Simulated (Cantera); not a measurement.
Charge: 1 mol SiHCl₃, 52 mol N₂, 0.73 mol H₂, at 1200 K and 100 Torr.

Equilibrium computed with Cantera from the NASA thermochemical tables; the gas is ideal and each condensed phase is pure. Candidate condensed phases: NH₄Cl, Si, Si₃N₄; 28 gas species. N₂ is the only nitrogen source here; it is nearly inert below about 1500 K, so the nitride shown seldom forms there in practice. The tables' values for SiCl₃ are old estimates; treat these amounts as uncertain. Equilibrium is a limit: real reactors are often held back by kinetics, nucleation or transport.

Base state: N₂ 0.954, HCl 0.0354, H₂ 0.00510, SiCl₄ 0.00495, SiCl₃ 0.000110, SiCl₂ 2.13e-5, SiHCl₃ 1.94e-5 (mole fractions); condensed: Si₃N₄(s).

What changes in the equilibrium state with this change: temperature from 1200 K to 1698 K?


```
species          before     after
-------------  --------  --------
N₂                0.954     0.951
HCl              0.0354    0.0257
SiCl₂           2.13e-5    0.0128
SiCl₄           0.00495  0.000152
H               3.86e-8   3.89e-5
Cl              2.32e-7   8.06e-5
SiCl₃          0.000110  0.000993
H₂              0.00510   0.00967
Si₃N₄(s), mol     0.242    0.0797
```
